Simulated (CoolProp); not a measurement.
Vapour-liquid equilibrium of dimethyl carbonate (1) + n-nonane (2) at 0.484 MPa; x and y are mole fractions of (1).

Model: multi-fluid Helmholtz-energy mixture model, Zhou 2011 and Lemmon 2006; pair parameters Bell 2016, in CoolProp.

```
x     bubble temperature, mixture model (K)  bubble temperature, Raoult's law (K)  y, mixture model  y, Raoult's law
----  -------------------------------------  ------------------------------------  ----------------  ---------------
0.05                                  482.0                                 487.1             0.223            0.177
0.15                                  461.8                                 474.4               [?]            0.427
0.25                                  448.3                                 464.1             0.669            0.591
0.35                                    [?]                                 455.6             0.751            0.706
0.45                                    [?]                                 448.4               [?]            0.789
0.55                                  430.7                                 442.1             0.833            0.851
0.65                                  428.1                                 436.6             0.860            0.899
0.75                                  425.9                                 431.8             0.887            0.936
0.85                                  424.0                                 427.4             0.920            0.966
0.95                                  422.4                                 423.5             0.967            0.990
```

Question: Some entries are withheld; supply them.

Answer: 
- 0.15, y, mixture model: 0.517
- 0.35, bubble temperature, mixture model (K): 439.7
- 0.45, bubble temperature, mixture model (K): 434.3
- 0.45, y, mixture model: 0.800

The largest gap from Raoult's law is -15.9 K in bubble temperature, at x = 0.35. No azeotrope shows between x = 0.05 and 0.95.

Pair parameters are fitted to limited data, so mixtures are less certain than the pure fluids.
